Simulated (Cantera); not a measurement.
PbO + C + CO (carbothermic reduction)

A closed system holds: 1 mol PbO, 1.6 mol C, 0.032 mol CO, at 0.00210 bar.

Method: chemical equilibrium by Gibbs-energy minimisation in Cantera with the NASA 1993 tables (ideal gas, pure condensed phases). Candidate condensed phases: C, Pb, PbO, PbO₂, Pb₃O₄; 15 gas species. Equilibrium is a limit: real reactors are often held back by kinetics, nucleation or transport.

```
T (K)  log p CO  log p Pb  log p CO₂  log p Pb₂  n C(graphite)  n Pb(l)
-----  --------  --------  ---------  ---------  -------------  -------
1175      -2.78     -3.36      -7.12      -7.90          0.600    0.730
1225      -2.93     -3.03      -7.74      -7.35          0.600    0.172
1275      -2.97     -2.99      -8.10      -7.36          0.600        0
1325      -2.97     -2.99      -8.36      -7.46          0.600        0
1375      -2.97     -2.99      -8.60      -7.55          0.600        0
1425      -2.97     -2.99      -8.82      -7.63          0.600        0
1475      -2.97     -2.99      -9.02      -7.70          0.600        0
1525      -2.97     -2.99      -9.22      -7.77          0.600        0
1575      -2.97     -2.99      -9.40      -7.84          0.600        0
1625      -2.97     -2.99      -9.56      -7.90          0.600        0
1675      -2.97     -2.99      -9.72      -7.96          0.600        0
1725      -2.97     -2.99      -9.87      -8.02          0.600        0
1775      -2.97     -2.99     -10.01      -8.07          0.600        0
```
log p: log10 of the partial pressure in bar; n: condensed amount in mol.

From 1175 K to 1225 K the condensed part is C(graphite) + Pb(l). From 1275 K to 1775 K the condensed part is C(graphite). The main Pb-bearing gas is Pb throughout.
